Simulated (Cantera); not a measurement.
An isothermal, constant-pressure homogeneous reactor starts with NH3 : N2 = 1 : 1 (molar parts), at 2025 K and 9.00 Torr.

Computed with Cantera and the gas-phase N/H chemistry of the illustrative SiF4/NH3 mechanism in the Surface Chemkin manual (1991). Walls and surfaces, which speed up NH3 decomposition in real reactors, are not modelled.

Task: Predict: x(NH3) at 3.00 s; x(H2) at 3.00 s; x(N) at 3.00 s; x(NH2) at 3.00 s; x(H) at 3.00 s; x(N2) at 3.00 s.

Result: 
| Quantity | Result |
|---|---|
| x(NH3) at 3.00 s | 0.0398 (gas-phase equilibrium 5.59e-8) |
| x(H2) at 3.00 s | 0.459 (gas-phase equilibrium 0.491) |
| x(N) at 3.00 s | 1.93e-6 (gas-phase equilibrium 8.26e-9) |
| x(NH2) at 3.00 s | 0.000208 (gas-phase equilibrium 4.14e-9) |
| x(H) at 3.00 s | 0.000817 (gas-phase equilibrium 0.0124) |
| x(N2) at 3.00 s | 0.500 (gas-phase equilibrium 0.497) |
